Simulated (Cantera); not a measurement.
Input: 1 mol Si3N4, 1.1 mol N2O, 110 mol N2, held at 87.0 mbar.

Method: chemical equilibrium by Gibbs-energy minimisation in Cantera with the NASA 1993 tables (ideal gas, pure condensed phases). Candidate condensed phases: Si, SiO2, Si2N2O, Si3N4; 16 gas species. Mutual solubility and eutectic melting of coexisting phases are not modelled. Equilibrium is a limit: real reactors are often held back by kinetics, nucleation or transport.

Question: What share of the Si ends up in condensed phases as a function of T (K), at 1398, 1448, 1498, 1548, 1598, 1648, 1698, 1748, 1798, 1848, 1898, 1948, 1998?

Answer: 
```tsv
T (K)	Si condensed (%)	as
1398	100.0	Si2N2O(s) + Si3N4(s)
1448	100.0	Si2N2O(s) + Si3N4(s)
1498	100.0	Si2N2O(s) + Si3N4(s)
1548	100.0	Si2N2O(s) + Si3N4(s)
1598	99.9	Si2N2O(s) + Si3N4(s)
1648	99.8	Si2N2O(s) + Si3N4(s)
1698	99.3	Si2N2O(s) + Si3N4(s)
1748	97.9	Si2N2O(s) + Si3N4(s)
1798	93.7	Si2N2O(s) + Si3N4(s)
1848	82.2	Si2N2O(s) + Si3N4(s)
1898	62.9	Si3N4(s)
1948	62.0	Si3N4(s)
1998	60.9	Si(l)
```
